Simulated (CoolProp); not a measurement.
C2F6 (R116) at 337.82 K and 3.01 MPa flows at 1.5 m/s in a round tube of 1 mm bore and 1.5 µm roughness, fully developed (64/Re and Nu = 3.66 if laminar; Colebrook and Gnielinski if turbulent). Each further row changes one setting.

Values from CoolProp's reference Helmholtz-energy equation of state, Lemmon 2006. It is a short technical equation, of lower accuracy than the large ones.

| case | Reynolds number | Darcy friction factor | pressure drop (Pa/m) | heat-transfer coefficient (W/(m² K)) | mass flow (kg/h) |
|---|---|---|---|---|---|
| as stated | 15200 | 0.0304 | 6530 | 1060 | 0.810 |
| velocity 3 m/s | 30400 | 0.0270 | 23200 | 1940 | 1.62 |
| diameter 2 mm | 30400 | 0.0253 | 2720 | 910 | 3.24 |

Viscosity comes from a separate model (Huber 2003), an estimate that may be off by 10 % or more. Thermal conductivity comes from a separate model (Huber 2003), an estimate that may be off by 10 % or more.
